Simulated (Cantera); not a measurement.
A closed system holds: 1 mol SiCl4, 0.54 mol H2, equilibrated at 2.40 bar.

These are equilibrium values from Cantera (NASA tables, ideal gas, pure condensed phases), not measurements of a reactor. Candidate condensed phases: Si; 19 gas species. The tables' values for SiCl3 are old estimates; treat these amounts as uncertain. Kinetics and transport are ignored.

log p: log10 of the partial pressure in bar; nothing condenses.

```csv
T (K),log p SiCl4,log p H2,log p HCl,log p SiHCl3,log p SiCl3
525,0.19,-0.08,-2.66,-2.66,-9.46
625,0.19,-0.08,-2.10,-2.10,-7.19
725,0.19,-0.09,-1.70,-1.70,-5.55
825,0.18,-0.10,-1.41,-1.41,-4.31
925,0.17,-0.11,[?],[?],-3.35
1025,0.16,-0.13,-1.01,-1.02,-2.58
1125,0.15,-0.15,[?],[?],-1.97
1225,0.13,-0.18,-0.71,-0.84,-1.49
```

### Question
Complete the blanks.

### Answer

- 925, log p HCl: -1.18
- 925, log p SiHCl3: -1.19
- 1125, log p HCl: -0.85
- 1125, log p SiHCl3: -0.91
